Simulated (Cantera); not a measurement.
Input: 1 mol Si2H6, 7.9 mol NO, a varied amount of N2, held at 1123 K and 0.100 bar.

Method: chemical equilibrium by Gibbs-energy minimisation in Cantera with the NASA 1993 tables (ideal gas, pure condensed phases). Candidate condensed phases: H2O, Si, SiO2, Si2N2O, Si3N4; 35 gas species. The feed counts by its element totals alone. Kinetics and transport are ignored.

At 1.8 mol N2, list the 4 most abundant gas species with their mole fractions, and the condensed phases.

N2 0.625, H2O 0.326, O2 0.0489, NO 4.48e-5. Condensed: SiO2(β-quartz).
